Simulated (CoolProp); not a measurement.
Properties of isohexane along the isobar 0.533 MPa (Tc = 497.7 K, pc = 3.043 MPa, ω = 0.280).

Values from CoolProp's reference Helmholtz-energy equation of state, Lemmon 2006. It is a short technical equation, of lower accuracy than the large ones.

```tsv
T (K)	phase	cv (kJ/(kg K))	Joule-Thomson coefficient (K/MPa)
480.6	gas	2.400	9.245
488.3	gas	2.429	8.727
496	gas	2.458	8.253
503.7	gas	2.487	7.817
511.4	gas	2.516	7.415
519.2	gas	2.544	7.040
526.9	gas	2.572	6.698
534.6	gas	2.600	6.380
542.3	gas	2.628	6.085
550	gas	2.655	5.811
```
